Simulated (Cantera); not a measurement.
An isothermal, constant-pressure homogeneous reactor starts with CH4 : CO2 = 1 : 0.33 (molar parts), at 1850 K and 0.128 atm. Integrator tolerance rtol = 1e-08.

Detailed kinetics in Cantera: GRI-Mech 3.0 (53 species, 325 reactions). GRI-Mech 3.0 stops at C3 and has no aromatics, soot or wall deposition, so with more carbon than oxygen in the feed, carbon stays in small species such as C2H2 where larger ones or solid carbon would form.

Task: What does this change do: pressure from 0.128 atm to 4.84 atm?

Result: 
| quantity | before | after |
|---|---|---|
| x(CH4) at 2.00 s | 0.00117 (gas-phase equilibrium 0.000913) | 0.0302 (gas-phase equilibrium 0.0302) |
| x(CO2) at 2.00 s | 1.15e-5 (gas-phase equilibrium 1.59e-8) | 6.67e-7 (gas-phase equilibrium 6.73e-7) |
| x(HO2) at 2.00 s | <1e-12 (gas-phase equilibrium <1e-12) | <1e-12 (gas-phase equilibrium <1e-12) |
| x(C2H2) at 2.00 s | 0.125 (gas-phase equilibrium 0.125) | 0.110 (gas-phase equilibrium 0.110) |
| x(CH3) at 2.00 s | 4.45e-5 (gas-phase equilibrium 3.49e-5) | 0.000192 (gas-phase equilibrium 0.000192) |

Task: What does this change do: CH4 1 to 0.7 parts?

Result: 
```csv
quantity,before,after
x(CH4) at 2.00 s,0.00117 (gas-phase equilibrium 0.000913),0.00133 (gas-phase equilibrium 0.000705)
x(CO2) at 2.00 s,1.15e-5 (gas-phase equilibrium 1.59e-8),8.32e-5 (gas-phase equilibrium 3.06e-8)
x(HO2) at 2.00 s,<1e-12 (gas-phase equilibrium <1e-12),<1e-12 (gas-phase equilibrium <1e-12)
x(C2H2) at 2.00 s,0.125 (gas-phase equilibrium 0.125),0.0895 (gas-phase equilibrium 0.0893)
x(CH3) at 2.00 s,4.45e-5 (gas-phase equilibrium 3.49e-5),5.22e-5 (gas-phase equilibrium 2.77e-5)
```
